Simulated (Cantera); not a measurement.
A perfectly stirred reactor is fed with CH₃OH : O₂ : N₂ = 1 : 2.38 : 8.95 (molar parts), at 5.63 atm; it is adiabatic with a 498 K inlet, and is followed from long to short residence time, starting on the burning branch (τ in s: 0.075, 0.035, 0.017, 0.0078, 0.0037, 0.0017, 0.00081, 0.00038, 0.00018, 8.5e-05, 4e-05, 1.9e-05).

Computed with Cantera and GRI-Mech 3.0 (53 species, 325 reactions). GRI-Mech 3.0 was tuned for natural gas; its chemistry of methanol as a main component is partial and can be far from experiment.

Problem. What does this change do: pressure from 5.63 atm to 0.651 atm?

Solution. 
```tsv
quantity	before	after
blow-out, bracketed by the residence times tried	burning at 85.0 µs, out at 40.0 µs	burning at 0.380 ms, out at 0.180 ms
x(CH₃OH) at τ = 75.0 ms	1.25e-6	3.37e-6
x(O₂) at τ = 75.0 ms	0.0684	0.0684
x(CO) at τ = 75.0 ms	0.000180	0.00106
x(CH₂) at τ = 75.0 ms	9.05e-10	3.09e-9
x(HCO) at τ = 75.0 ms	8.50e-9	7.33e-8
x(CH₃OH) at τ = 0.810 ms	3.94e-5	7.98e-5
x(O₂) at τ = 0.810 ms	0.0696	0.0731
x(CO) at τ = 0.810 ms	0.00323	0.0118
x(CH₂) at τ = 0.810 ms	2.40e-8	3.36e-7
x(HCO) at τ = 0.810 ms	7.97e-7	6.26e-6
```
